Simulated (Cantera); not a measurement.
Input (Python, Cantera) and output of one run.

```python
import numpy as np
import cantera as ct

gas_names = [...]  # 114 gases of nasa_gas.yaml made of C, Fe, H, O
cond_names = """
    C(gr) C6H6(L) C7H8(L) C8H18(L),n-octa Fe(a) Fe(c) Fe(d) Fe(L) FeC5O5(L) FeO(s) FeO(L) Fe(OH)2(s)
    Fe(OH)3(s) Fe2O3(s) Fe3O4(s) H2O(s) H2O(L)
""".split()


# ... load() reads the species with a 1 bar reference pressure and builds the phases ...
atoms = {
    'Fe': {'Fe': 1},
    'CO': {'C': 1, 'O': 1},
    'H2': {'H': 2},
}
top_T = {'C(gr)': 4500, 'Fe2O3(s)': 1830, 'Fe3O4(s)': 1870}  # K; cautious upper limits of use, not melting points


# ... equilibrate(T, P, feed) seeds the gas with the atoms and calls Mixture.equilibrate('TP', solver="vcs", rtol=1e-11, max_steps=5000) ...
results = []
feed = {'Fe': 1, 'CO': 28, 'H2': 2.5}  # mol
T = 1650  # K
P = 220000  # Pa
mix = equilibrate(T, P, feed)
results.append((T, P, feed, dict(zip(mix.species_names, mix.species_moles))))
print(gas.report(threshold=0.0001))
for i in range(1, mix.n_phases):
    print(f"{mix.phase(i).name:16s} {mix.phase_moles(i):12.5e} mol")
```

Result:

```
       temperature   1650 K
          pressure   2.2e+05 Pa
           density   0.41513 kg/m^3
  mean mol. weight   25.887 kg/kmol
   phase of matter   gas

                          1 kg             1 kmol
                     ---------------   ---------------
          enthalpy       -2.2294e+06        -5.771e+07  J
   internal energy       -2.7593e+06       -7.1429e+07  J
           entropy              9345        2.4191e+05  J/K
    Gibbs function       -1.7649e+07       -4.5686e+08  J
 heat capacity c_p            1365.5             35348  J/K
 heat capacity c_v            1044.3             27033  J/K

                      mass frac. Y      mole frac. X     chem. pot. / RT
                     ---------------   ---------------   ---------------
                CO            0.9929           0.91763            -34.42
               CO2        0.00063081        0.00037105           -66.468
                H2         0.0063742          0.081849           -20.599
               H2O        7.3988e-05        0.00010632           -52.647
     [ +110 minor]        1.9469e-05        4.2322e-05

C(gr)             1.37219e-02 mol
Fe(c)             9.99963e-01 mol
FeC5O5(L)         0.00000e+00 mol
FeO(s)            0.00000e+00 mol
FeO(L)            0.00000e+00 mol
Fe2O3(s)          0.00000e+00 mol
Fe3O4(s)          0.00000e+00 mol
```

Method: chemical equilibrium by Gibbs-energy minimisation in Cantera with the NASA 1993 tables (ideal gas, pure condensed phases). Iron dissolves carbon and melts from about 1420 K in contact with it, which pure phases cannot show. Condensed phases not in the tables: cementite and carbon dissolved in iron.
